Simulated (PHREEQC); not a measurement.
**Acid mine or pickling water**

Model water analysis in mg/L, 25 °C, pH 2.51, pe 12.4:

```json
[
 {"constituent": "Na", "mg/L": "81.8"},
 {"constituent": "K", "mg/L": "0.000969"},
 {"constituent": "Ca", "mg/L": "28.6"},
 {"constituent": "Mg", "mg/L": "2.46"},
 {"constituent": "Cl", "mg/L": "67.1"},
 {"constituent": "S(6) as SO4", "mg/L": "452"},
 {"constituent": "Zn", "mg/L": "5.57"},
 {"constituent": "O(0) (dissolved oxygen)", "mg/L": "0.0945"}
]
```

Valence states are taken as typed.

Equilibrium calculation in PHREEQC: ion-association model, wateq4f.dat.

This is a speciation only: nothing precipitates in the calculation.

What ionic strength does the model give?

ionic strength 0.0135 mol/kgw.

In which forms is K present?

K+ 98 %, KSO4- 1.6 % of the K.
